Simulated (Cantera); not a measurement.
**Equilibrium for carbon deposition, reforming and gasification: n-butane + H₂O + N₂**

Feed: 1 mol n-butane, 0.061 mol H₂O, 0.65 mol N₂, equilibrated at 44.3 Torr.

Method: chemical equilibrium by Gibbs-energy minimisation in Cantera with the NASA 1993 tables (ideal gas, pure condensed phases). Candidate condensed phases: C, C₆H₆, C₇H₈, C₈H₁₈, H₂O; 136 gas species. The numbers say what is thermodynamically allowed, not how fast it happens.

```tsv
T (K)	x H₂	x N₂	x H	x HCN	x CO	n C(graphite)
1850	0.873	0.111	0.00207	0.00243	0.0106	3.92
1950	0.870	0.110	0.00440	0.00373	0.0105	3.91
2050	0.865	0.109	0.00869	0.00549	0.0105	3.89
2150	0.856	0.108	0.0161	0.00774	0.0105	3.87
2250	0.842	0.105	0.0281	0.0105	0.0104	3.84
2350	0.821	0.102	0.0465	0.0138	0.0103	3.80
2450	0.791	0.0987	0.0736	0.0174	0.0102	3.74
```
x: gas mole fraction; n: condensed amount in mol.

From 1850 K to 2450 K the condensed part is C(graphite). The main C-bearing gas is CO at 1850 K and HCN at 2450 K. The share of C in condensed phases is highest at 1850 K (98.0 %) and lowest at 2450 K (93.5 %).
